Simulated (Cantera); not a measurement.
Input: 1 mol SiHCl₃, 0.0053 mol C₂H₄, 5 mol H₂, 0.057 mol C₂H₂, equilibrated at 1650 K and 0.960 bar.

Method: chemical equilibrium by Gibbs-energy minimisation in Cantera with the NASA 1993 tables (ideal gas, pure condensed phases). Candidate condensed phases: C, C₆H₆, C₇H₈, C₈H₁₈, Si, SiC; 109 gas species. The tables' values for SiCl₃ are old estimates; treat these amounts as uncertain. Kinetics and transport are ignored.

Base state: H₂ 0.728, HCl 0.145, SiCl₂ 0.0970, SiCl₃ 0.0168, SiCl₄ 0.00641, SiHCl₃ 0.00539, SiH₂Cl₂ 0.000774, H 7.91e-5 (mole fractions); condensed: SiC(s).

### Question
What changes in the equilibrium state with this change: pressure from 0.960 bar to 2.00 mbar?

### Answer
```tsv
species	before	after
H₂	0.728	0.699
HCl	0.145	0.176
SiCl₂	0.0970	0.122
SiCl₃	0.0168	0.00119
SiH₃Cl	3.34e-5	6.70e-8
Si	2.62e-7	0.000104
SiC(s), mol	0.125	0.125
```
The tables' values for SiCl₃, SiCl are old estimates; treat these amounts as uncertain.
